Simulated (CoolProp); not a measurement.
Toluene along the isobar 31.2 bar: Z from the reference equation and from simpler models built on Tc = 591.7 K, pc = 41.26 bar, ω = 0.266; each cubic takes its own stable root.

Model: reference Helmholtz-energy equation of state, Lemmon 2006, in CoolProp. It is a short technical equation, of lower accuracy than the large ones.

```tsv
T (K)	phase	reference
195.1	liquid	0.1847
216	liquid	0.1703
236.9	liquid	0.1585
257.8	liquid	0.1488
278.7	liquid	0.1406
299.6	liquid	0.1337
320.5	liquid	0.1278
341.4	liquid	0.1228
362.3	liquid	0.1186
383.3	liquid	0.1151
```

Question: How far does each simpler model (van der Waals, Redlich-Kwong, Soave-Redlich-Kwong, Peng-Robinson) lie from the reference over these 10 states: mean and median of the absolute difference, and the worst?

Answer: 
- van der Waals: mean 69.8 %, median 69.5 %, worst +73.5 % at 195.1 K and 31.2 bar
- Redlich-Kwong: mean 15.2 %, median 14.9 %, worst +16.8 % at 195.1 K and 31.2 bar
- Soave-Redlich-Kwong: mean 12.9 %, median 12.5 %, worst +15.9 % at 195.1 K and 31.2 bar
- Peng-Robinson: mean 1.4 %, median 1.1 %, worst +3.6 % at 195.1 K and 31.2 bar
